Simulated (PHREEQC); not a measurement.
1 kg of water holding 14 mmol/kgw NaHCO3 and 77 mmol/kgw NaOH meets 20 L of dry gas (N2 1 by moles) at fixed total pressure, at 200 atm; fugacities by Peng-Robinson. The gases take part in no redox reaction, some water evaporates into the gas, and hydrates or a liquid gas phase aren't modelled. No solid was allowed to form.

Model: ion-association model, phreeqc.dat, run in PHREEQC.

**Question.** Predict dissolved N2 (mol/kgw) at T (°C) = 30, 50, 60, 70.

**Answer.** 
```json
[
 {"T (°C)": "30", "dissolved N2 (mol/kgw)": "0.0949"},
 {"T (°C)": "50", "dissolved N2 (mol/kgw)": "0.0812"},
 {"T (°C)": "60", "dissolved N2 (mol/kgw)": "0.0777"},
 {"T (°C)": "70", "dissolved N2 (mol/kgw)": "0.0757"}
]
```

Species that the database lacks are ignored. Constants without temperature data keep their 25 °C values here.
